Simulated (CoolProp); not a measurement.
A closed Brayton cycle with carbon dioxide: compressor inlet 333.15 K and 8.9 MPa, high pressure 27.6 MPa, turbine inlet 750 K, compressor efficiency 0.8, turbine efficiency 0.93, recuperator effectiveness 0 (on enthalpy, no pinch check). Each further row changes one setting.

The numbers come from the reference Helmholtz-energy equation of state, Span 1996 in CoolProp.

```
case                           thermal efficiency (%)  net work (kJ/kg)  compressor to turbine work  compressor exit (K)  turbine exit (K)
-----------------------------  ----------------------  ----------------  --------------------------  -------------------  ----------------
as stated                                  (withheld)              67.9                        0.50                433.1             618.4
turbine inlet 700 K                        (withheld)        (withheld)                  (withheld)                433.1        (withheld)
compressor inlet 343.15 K                        15.2              60.6                        0.55           (withheld)             618.4
high pressure 23.5 MPa                     (withheld)              62.1                  (withheld)                418.3             636.6
recuperator effectiveness 0.5                    21.2              67.9                        0.50                433.1             618.4
```

**Question.** What belongs in the gaps?

**Answer.** 
- as stated, thermal efficiency (%): 15.9
- turbine inlet 700 K, thermal efficiency (%): 15.6
- turbine inlet 700 K, net work (kJ/kg): 56.8
- turbine inlet 700 K, compressor to turbine work: 0.54
- turbine inlet 700 K, turbine exit (K): 573.3
- compressor inlet 343.15 K, compressor exit (K): 450.0
- high pressure 23.5 MPa, thermal efficiency (%): 14.1
- high pressure 23.5 MPa, compressor to turbine work: 0.47
